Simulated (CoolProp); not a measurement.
A Linde-Hampson liquefier for CF4 (R14): isothermal reversible compression at 320 K from 1 atm to 10 MPa, throttling to 1 atm, return gas leaving the recuperator 2 K below the feed. Each further row changes one setting.

The numbers come from the reference Helmholtz-energy equation of state, Platzer 1990 in CoolProp. This equation is an older, rougher fit; its heat capacities, sound speeds and derivatives of the liquid may be far off and weren't checked against measurements.

```json
[
 {"case": "as stated", "liquid yield per pass": "0.139", "compression work (kJ/kg of gas)": "131"},
 {"case": "high pressure 20 MPa", "liquid yield per pass": "0.222", "compression work (kJ/kg of gas)": "148"},
 {"case": "warm-end temperature 350 K", "liquid yield per pass": "(withheld)", "compression work (kJ/kg of gas)": "(withheld)"},
 {"case": "warm-end gap 7 K", "liquid yield per pass": "(withheld)", "compression work (kJ/kg of gas)": "131"}
]
```

Task: Fill in the missing entries.

Result: 
- warm-end temperature 350 K, liquid yield per pass: 0.101
- warm-end temperature 350 K, compression work (kJ/kg of gas): 146
- warm-end gap 7 K, liquid yield per pass: 0.126
